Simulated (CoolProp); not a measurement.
Aqueous ethylene glycol as a coolant, 9 % by mass, freezing at -3.0 °C, 1 atm.

Model: Melinder's fits for secondary coolants, in CoolProp.

```csv
T (°C),conductivity (W/(m K)),Prandtl number,viscosity (mPa s),cp (kJ/(kg K))
0.9,0.529,16.9,2.21,4.054
5.9,0.537,14.1,1.87,4.055
11,0.544,___,1.60,4.056
16,___,10.2,1.38,4.058
21.1,0.559,8.77,1.21,4.060
26.1,0.566,7.64,1.06,4.063
31.2,0.573,___,0.945,4.067
```

Problem. Complete the blanks.

Solution. 
- 11, Prandtl number: 11.9
- 16, conductivity (W/(m K)): 0.552
- 31.2, Prandtl number: 6.71
